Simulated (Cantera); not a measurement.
# Catalytic stagnation flow on Pt

A jet of H2 : O2 : N2 = 0.025 : 0.062 : 0.79 (molar parts) at 300 K and 0.0197 atm hits a platinum plate 8.2 cm away at a mass flux of 0.026 kg/m²/s; the plate temperature is set and raised in steps from an oxygen-covered start.

Computed with Cantera and Deutschmann's 1995 Pt surface mechanism with GRI-Mech 3.0 gas chemistry. Catalytic surfaces can have several steady states; this one follows from the mechanism file's or the stated starting coverage.

```tsv
plate T (K)	wall x H2	wall x O2	wall x H2O	wall x OH	θ free Pt	θ O*	θ OH*
700	0.00293	0.0434	0.0491	<1e-8	0.132	0.866	0.00209
750	0.00258	0.0431	0.0495	<1e-8	0.158	0.841	0.00164
800	0.00209	0.0426	0.0502	<1e-8	0.206	0.793	0.00138
850	0.00167	0.0422	0.0507	2.24e-8	0.271	0.728	0.00118
900	0.00138	0.0420	0.0511	7.14e-8	0.343	0.656	0.00101
```
x: mole fraction at the wall; θ: surface coverage.
